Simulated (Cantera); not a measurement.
Mixture: CH4 : CO : O2 : N2 = 1 : 1.5 : 2.12 : 7.95 (molar parts), equivalence ratio 1.3, at 6380 Torr, adiabatic and at constant pressure. Ignition delay is the time to a rise of 400 K.

Model: GRI-Mech 3.0 (53 species, 325 reactions), integrated in Cantera.

### Question
Predict: delay at 1150 K; delay at 1225 K; delay at 1300 K; delay at 1375 K; delay at 1450 K; delay at 1525 K; apparent activation energy between 1375 and 1525 K.

### Answer
```json
{
 "delay at 1150 K": "28.7 ms",
 "delay at 1225 K": "9.13 ms",
 "delay at 1300 K": "3.22 ms",
 "delay at 1375 K": "1.23 ms",
 "delay at 1450 K": "0.506 ms",
 "delay at 1525 K": "0.223 ms",
 "apparent activation energy between 1375 and 1525 K": "200 kJ/mol"
}
```
